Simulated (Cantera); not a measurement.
A freely propagating, adiabatic, planar premixed flame of H2 : O2 : N2 = 1 : 0.649 : 2.44 (molar parts), equivalence ratio 0.77, unburnt at 575 K and 0.110 bar; mixture-averaged transport, grid criteria slope 0.08 and curve 0.16, no radiation.

Detailed kinetics in Cantera: the H2/O2 subset of GRI-Mech 3.0, which has no nitrogen chemistry. Burning velocities carry a grid error of a few per cent, more on coarse grids.

Question: How do the results move with these cheaper or finer settings: unity-Lewis-number transport; multicomponent transport; multicomponent+Soret transport; grid criteria slope 0.5, curve 1; grid criteria slope 0.25, curve 0.5; grid criteria slope 0.03, curve 0.06?

Answer: 
```csv
setting,laminar burning velocity,thermal thickness,peak x(OH),peak x(H2O2),grid points
as above,461 cm/s,8.18 mm,0.0169,1.15e-6,136
unity-Lewis-number transport,299 cm/s,5.73 mm,0.0169,8.66e-7,135
multicomponent transport,453 cm/s,8.13 mm,0.0168,1.17e-6,136
multicomponent+Soret transport,433 cm/s,8.05 mm,0.0168,1.22e-6,136
"grid criteria slope 0.5, curve 1",603 cm/s,11.6 mm,0.0168,1.05e-6,42
"grid criteria slope 0.25, curve 0.5",508 cm/s,9.17 mm,0.0170,1.02e-6,72
"grid criteria slope 0.03, curve 0.06",450 cm/s,7.93 mm,0.0169,1.18e-6,280
```
Unity Lewis numbers drop preferential diffusion, which matters most where H2 and H carry the flame; Soret adds thermal diffusion.
